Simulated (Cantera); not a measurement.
## Equilibrium for titanium nitride, carbide and oxide coatings: Ti(OiPr)₄ + C₃H₈ + H₂

Charge: 1 mol Ti(OiPr)₄, 0.38 mol C₃H₈, 89 mol H₂, equilibrated at 1.00 bar.

Method: chemical equilibrium by Gibbs-energy minimisation in Cantera with the NASA 1993 tables (ideal gas, pure condensed phases). Candidate condensed phases: C, C₆H₆, C₇H₈, C₈H₁₈, H₂O, Ti, TiC, TiO, TiO₂, Ti₂O₃, Ti₃O₅, Ti₄O₇; 113 gas species. The feed counts by its element totals alone. TiC: taken at fixed stoichiometry. Condensed phases not in the tables: Magnéli phases beyond Ti₄O₇. Equilibrium is a limit: real reactors are often held back by kinetics, nucleation or transport.

At 1125 K the condensed part is C(graphite) + TiO₂(rutile). From 1175 K to 1225 K the condensed part is C(graphite) + Ti₄O₇(s). From 1275 K to 1325 K the condensed part is C(graphite) + Ti₃O₅(s). From 1375 K to 1775 K the condensed part is C(graphite) + TiC(s).

```tsv
T (K)	x H₂	x CO	x CH₄	x H₂O	x H	x C₂H₂ (acetylene)	n C(graphite)	n TiO₂(rutile)	n Ti₄O₇(s)	n Ti₃O₅(s)	n TiC(s)
1125	0.954	0.0181	0.0263	0.00111	4.34e-8	2.19e-8	8.53	1.00	0	0	0
1175	0.961	0.0207	0.0177	0.000691	1.20e-7	6.12e-8	9.11	0	0.250	0	0
1225	0.966	0.0209	0.0123	0.000398	3.06e-7	1.57e-7	9.64	0	0.250	0	0
1275	0.969	0.0218	0.00871	0.000246	7.26e-7	3.72e-7	9.91	0	0	0.333	0
1325	0.972	0.0218	0.00634	0.000153	1.61e-6	8.27e-7	10.1	0	0	0.333	0
1375	0.958	0.0369	0.00457	0.000163	3.35e-6	1.70e-6	7.66	0	0	0	1.00
1425	0.960	0.0369	0.00347	0.000107	6.68e-6	3.38e-6	7.78	0	0	0	1.00
1475	0.960	0.0369	0.00268	7.31e-5	1.27e-5	6.40e-6	7.86	0	0	0	1.00
1525	0.961	0.0369	0.00211	5.10e-5	2.32e-5	1.16e-5	7.91	0	0	0	1.00
1575	0.961	0.0369	0.00168	3.64e-5	4.07e-5	2.03e-5	7.96	0	0	0	1.00
1625	0.962	0.0369	0.00136	2.65e-5	6.92e-5	3.42e-5	7.99	0	0	0	1.00
1675	0.962	0.0369	0.00111	1.97e-5	0.000114	5.59e-5	8.01	0	0	0	1.00
1725	0.962	0.0369	0.000924	1.49e-5	0.000182	8.86e-5	8.02	0	0	0	1.00
1775	0.962	0.0369	0.000775	1.15e-5	0.000284	0.000137	8.03	0	0	0	1.00
```
x: gas mole fraction; n: condensed amount in mol.
